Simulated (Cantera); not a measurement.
Cantera run, input and output.

```python
import numpy as np
import cantera as ct

gas = ct.Solution("gri30.yaml")
gas.TPX = 375, 92000, {'CH4': 1, 'CO': 0.79, 'O2': 2.75, 'N2': 10.4}
flame = ct.FreeFlame(gas, width=0.042)
flame.set_refine_criteria(ratio=3, slope=0.08, curve=0.16)
flame.transport_model = "mixture-averaged"
flame.solve(loglevel=0, auto=True)
flame.transport_model = "multicomponent"
flame.soret_enabled = True
flame.solve(loglevel=0, refine_grid=True)
z, T = flame.grid, flame.T
thick = (T[-1] - T[0]) / np.gradient(T, z).max()
show = ['CH4', 'CO', 'O2', 'HO2', 'C2H4', 'CH3']
print(f"laminar burning velocity  {flame.velocity[0] * 100:.3f} cm/s")
print(f"burnt temperature         {T[-1]:.1f} K")
print(f"thermal thickness         {thick * 1e3:.4f} mm")
print(f"grid points               {len(z)}")
z0 = z[flame.heat_release_rate.argmax()]
print(f"{'z/mm':>9s}{'T/K':>9s}{'u/(m/s)':>9s}" + "".join(f"{s:>11s}" for s in show))
rows = []
for k in (-3, -2, -1.5, -1, -0.5, -0.25, 0, 0.25, 0.5, 1, 2, 4, 8):
    zz = z0 + k * thick
    rows.append([k * thick, np.interp(zz, z, T), np.interp(zz, z, flame.velocity),
                 *(np.interp(zz, z, flame.X[gas.species_index(s)]) for s in show)])
    print(f"{rows[-1][0] * 1e3:9.3f}{rows[-1][1]:9.1f}{rows[-1][2]:9.3f}" + "".join(f"{x:11.3e}" for x in rows[-1][3:]))
```

Result:

```
laminar burning velocity  56.654 cm/s
burnt temperature         2188.7 K
thermal thickness         0.4511 mm
grid points               143
     z/mm      T/K  u/(m/s)        CH4         CO         O2        HO2       C2H4        CH3
   -1.353    375.0    0.567  6.692e-02  5.287e-02  1.840e-01  1.334e-08  4.213e-10  1.332e-10
   -0.902    375.5    0.568  6.683e-02  5.285e-02  1.840e-01  2.207e-07  9.845e-09  1.944e-09
   -0.677    378.2    0.572  6.651e-02  5.284e-02  1.838e-01  1.413e-06  8.349e-08  1.228e-08
   -0.451    407.9    0.618  6.424e-02  5.300e-02  1.825e-01  1.779e-05  1.675e-06  2.760e-07
   -0.226    736.0    1.122  4.864e-02  5.623e-02  1.606e-01  1.638e-04  4.059e-05  7.267e-05
   -0.113   1143.4    1.753  2.873e-02  6.189e-02  1.256e-01  1.564e-04  1.049e-04  6.381e-04
    0.000   1544.8    2.375  6.930e-03  6.538e-02  8.150e-02  1.185e-04  7.467e-05  8.636e-04
    0.113   1714.1    2.623  4.303e-04  5.397e-02  5.570e-02  2.378e-05  2.776e-06  8.315e-05
    0.226   1778.3    2.704  1.390e-05  4.097e-02  4.641e-02  1.227e-05  2.676e-08  3.093e-06
    0.451   1858.4    2.804  2.168e-08  2.841e-02  4.013e-02  8.818e-06  6.809e-12  5.924e-09
    0.902   1949.6    2.925  2.149e-13  2.137e-02  3.606e-02  5.989e-06 -3.120e-16  7.511e-14
    1.804   2038.1    3.041 -5.955e-16  1.633e-02  3.277e-02  3.684e-06 -8.360e-16 -1.052e-15
    3.609   2109.7    3.133 -1.270e-16  1.123e-02  2.988e-02  2.253e-06 -1.951e-16 -2.267e-16
```

Computed with Cantera and GRI-Mech 3.0 (53 species, 325 reactions). Burning velocities carry a grid error of a few per cent, more on coarse grids.
